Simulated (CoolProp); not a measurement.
Model: reference Helmholtz-energy equation of state, Gao 2022, in CoolProp.

### Question
For n-perfluorohexane, give the phase and the Z, cp (kJ/(kg K)), cv (kJ/(kg K)), speed of sound (m/s) at 450 K and 3.75 bar; 450 K and 13.5 bar; 450 K and 91.9 bar.

### Answer
- 450 K and 3.75 bar: gas; Z 0.921, cp 1.03, cv 0.988, speed of sound 98.5
- 450 K and 13.5 bar: gas; Z 0.643, cp 1.21, cv 1.02, speed of sound 67.8
- 450 K and 91.9 bar: supercritical; Z 0.652, cp 1.20, cv 1.02, speed of sound 261
